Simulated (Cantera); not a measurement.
What does this Cantera script print?

```python
import numpy as np
import cantera as ct

gas = ct.Solution("gri30.yaml")
gas.TPX = 325, 260000, {'CH4': 1, 'CO': 0.54, 'O2': 1.89, 'N2': 7.11}
flame = ct.FreeFlame(gas, width=0.02)
flame.set_refine_criteria(ratio=3, slope=0.08, curve=0.16)
flame.transport_model = "mixture-averaged"
flame.solve(loglevel=0, auto=True)
flame.transport_model = "multicomponent"
flame.soret_enabled = False
flame.solve(loglevel=0, refine_grid=True)
z, T = flame.grid, flame.T
thick = (T[-1] - T[0]) / np.gradient(T, z).max()
show = ['CH4', 'CO', 'O2', 'CH3', 'CH2O', 'C2H']
print(f"laminar burning velocity  {flame.velocity[0] * 100:.3f} cm/s")
print(f"burnt temperature         {T[-1]:.1f} K")
print(f"thermal thickness         {thick * 1e3:.4f} mm")
print(f"grid points               {len(z)}")
z0 = z[flame.heat_release_rate.argmax()]
print(f"{'z/mm':>9s}{'T/K':>9s}{'u/(m/s)':>9s}" + "".join(f"{s:>11s}" for s in show))
rows = []
for k in (-3, -2, -1.5, -1, -0.5, -0.25, 0, 0.25, 0.5, 1, 2, 4, 8):
    zz = z0 + k * thick
    rows.append([k * thick, np.interp(zz, z, T), np.interp(zz, z, flame.velocity),
                 *(np.interp(zz, z, flame.X[gas.species_index(s)]) for s in show)])
    print(f"{rows[-1][0] * 1e3:9.3f}{rows[-1][1]:9.1f}{rows[-1][2]:9.3f}" + "".join(f"{x:11.3e}" for x in rows[-1][3:]))
```

Output:

```
laminar burning velocity  33.988 cm/s
burnt temperature         2206.1 K
thermal thickness         0.2001 mm
grid points               152
     z/mm      T/K  u/(m/s)        CH4         CO         O2        CH3       CH2O        C2H
   -0.600    325.2    0.340  9.479e-02  5.119e-02  1.791e-01  7.126e-11  3.130e-08 -3.007e-20
   -0.400    327.5    0.343  9.450e-02  5.111e-02  1.787e-01  1.123e-09  7.880e-07  1.629e-20
   -0.300    338.1    0.356  9.377e-02  5.107e-02  1.776e-01  8.071e-09  6.046e-06  8.572e-19
   -0.200    431.9    0.457  8.879e-02  5.189e-02  1.710e-01  4.362e-07  9.777e-05  1.768e-16
   -0.100    954.3    1.025  6.026e-02  6.088e-02  1.301e-01  1.426e-04  9.325e-04  6.376e-12
   -0.050   1403.0    1.516  3.247e-02  7.161e-02  8.714e-02  1.180e-03  1.050e-03  3.981e-09
    0.000   1805.8    1.956  7.326e-03  8.015e-02  4.012e-02  1.819e-03  4.775e-04  2.505e-07
    0.050   1973.5    2.127  4.599e-04  7.348e-02  1.455e-02  2.527e-04  6.767e-05  2.296e-07
    0.100   2024.8    2.170  1.582e-05  6.397e-02  6.797e-03  1.111e-05  3.133e-06  1.553e-08
    0.200   2075.5    2.213  2.933e-08  5.688e-02  3.428e-03  2.503e-08  8.004e-09  4.481e-11
    0.400   2125.3    2.260  2.115e-12  5.470e-02  1.881e-03  2.208e-12  1.180e-09  7.724e-15
    0.800   2165.3    2.298  5.267e-14  5.396e-02  8.504e-04  9.162e-14  1.103e-09  1.133e-17
    1.600   2189.8    2.321  6.569e-14  5.352e-02  3.070e-04  7.557e-14  1.066e-09 -7.637e-19
```

Computed with Cantera and GRI-Mech 3.0 (53 species, 325 reactions). Burning velocities carry a grid error of a few per cent, more on coarse grids.
